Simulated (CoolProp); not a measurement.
Aqueous ethylene glycol as a coolant, at 10 °C, 1 atm.

Computed with CoolProp (Melinder's fits for secondary coolants).

| mass % | freezing point (°C) | density (kg/m³) | conductivity (W/(m K)) | viscosity (mPa s) | cp (kJ/(kg K)) |
|---|---|---|---|---|---|
| 1.4 | -0.4 | 1001 | 0.575 | 1.35 | 4.173 |
| 6.8 | -2.2 | 1008 | 0.552 | 1.55 | (withheld) |
| 12.2 | -4.2 | (withheld) | (withheld) | 1.80 | 4.007 |
| 17.6 | -6.7 | 1023 | 0.506 | (withheld) | 3.920 |
| 22.9 | -9.6 | 1031 | 0.484 | 2.44 | 3.826 |
| 28.3 | -13.3 | 1039 | 0.462 | 2.84 | 3.723 |
| 33.7 | -17.7 | 1047 | 0.441 | 3.31 | 3.612 |
| 39.1 | -22.9 | 1055 | (withheld) | 3.85 | 3.497 |
| 44.4 | -28.8 | 1063 | 0.402 | 4.47 | 3.381 |
| 49.8 | -35.7 | 1070 | 0.384 | 5.23 | 3.263 |
| 55.2 | -43.5 | 1077 | 0.366 | 6.11 | 3.143 |

Q: Some entries are withheld; supply them.

A: 
- 6.8, cp (kJ/(kg K)): 4.089
- 12.2, density (kg/m³): 1016
- 12.2, conductivity (W/(m K)): 0.529
- 17.6, viscosity (mPa s): 2.10
- 39.1, conductivity (W/(m K)): 0.421
